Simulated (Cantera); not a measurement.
Input: 1 mol Si₃N₄, 1.7 mol H₂, at 2525 K and 1000 Pa.

Method: chemical equilibrium by Gibbs-energy minimisation in Cantera with the NASA 1993 tables (ideal gas, pure condensed phases). Candidate condensed phases: Si, Si₃N₄; 18 gas species. The tables' values for SiN are old estimates; treat these amounts as uncertain. Gases not in the tables: Si₂H₆ and higher silanes. The numbers say what is thermodynamically allowed, not how fast it happens.

Base state: Si 0.400, N₂ 0.284, H₂ 0.181, H 0.119, Si₂ 0.00777, SiH 0.00433, SiN 0.00207, Si₂N 0.00126 (mole fractions); condensed: gas only.

Task: What changes in the equilibrium state with this change: Si₃N₄ replaced by SiC?

Result: 
```json
[
 {"species": "H₂", "before": "0.181", "after": "0.570"},
 {"species": "H", "before": "0.119", "after": "0.212"},
 {"species": "Si", "before": "0.400", "after": "0.145"},
 {"species": "N₂", "before": "0.284", "after": "0"},
 {"species": "SiC₂", "before": "0", "after": "0.0404"},
 {"species": "Si₂C", "before": "0", "after": "0.0221"},
 {"species": "C₂H₂ (acetylene)", "before": "0", "after": "0.00684"},
 {"species": "SiN", "before": "0.00207", "after": "0"},
 {"species": "Si₂N", "before": "0.00126", "after": "0"},
 {"species": "C₂H", "before": "0", "after": "0.000192"},
 {"species": "SiC", "before": "0", "after": "7.53e-5"},
 {"species": "C(graphite), mol", "before": "0", "after": "0.292"},
 {"species": "SiC(s), mol", "before": "0", "after": "0.416"}
]
```
Further candidate phases: C, C₆H₆, C₇H₈, C₈H₁₈, SiC.
